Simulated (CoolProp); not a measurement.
The numbers come from the reference Helmholtz-energy equation of state, Thol 2017 in CoolProp.

Question: For octamethyltrisiloxane (MDM), give the phase and the cp (kJ/(kg K)), cv (kJ/(kg K)), speed of sound (m/s), expansivity (1/kK) at 301.85 °C and 89.8 bar; 301.85 °C and 108 bar.

Answer: 
- 301.85 °C and 89.8 bar: supercritical; cp 2.38, cv 2.12, speed of sound 357, expansivity 1.99
- 301.85 °C and 108 bar: supercritical; cp 2.36, cv 2.12, speed of sound 391, expansivity 1.76
